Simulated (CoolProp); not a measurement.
Vapour-liquid equilibrium of benzene (1) + ethanol (2) at 60.55 °C; x and y are mole fractions of (1).

Computed with CoolProp (multi-fluid Helmholtz-energy mixture model, Thol 2012 and Schroeder 2014; pair parameters Bell 2016).

| x | bubble pressure, mixture model (MPa) | bubble pressure, Raoult's law (MPa) | y, mixture model | y, Raoult's law |
|---|---|---|---|---|
| 0.05 | … | 0.04816 | 0.161 | 0.055 |
| 0.15 | … | 0.04870 | 0.363 | 0.164 |
| 0.25 | 0.07211 | 0.04924 | … | 0.270 |
| 0.35 | 0.07550 | 0.04978 | 0.524 | 0.375 |
| 0.45 | 0.07676 | 0.05032 | 0.552 | 0.476 |
| 0.55 | … | 0.05086 | 0.566 | 0.576 |
| 0.65 | … | 0.05139 | … | 0.674 |
| 0.75 | 0.07607 | 0.05193 | 0.601 | 0.769 |
| 0.85 | … | 0.05247 | 0.657 | 0.863 |
| 0.95 | 0.06302 | 0.05301 | 0.811 | 0.955 |

Question: Complete the blanks.

Answer: 
- 0.05, bubble pressure, mixture model (MPa): 0.05444
- 0.15, bubble pressure, mixture model (MPa): 0.06527
- 0.25, y, mixture model: 0.469
- 0.55, bubble pressure, mixture model (MPa): 0.07705
- 0.65, bubble pressure, mixture model (MPa): 0.07694
- 0.65, y, mixture model: 0.578
- 0.85, bubble pressure, mixture model (MPa): 0.07279

The largest gap from Raoult's law is +52.5 % in bubble pressure, at x = 0.45. y crosses x between x = 0.55 and 0.65: the model has an azeotrope there.

The pair parameters rest on a limited set of measurements; away from them the model extrapolates. With so large a gap from Raoult's law the liquid may split in two, which this calculation doesn't test in full.
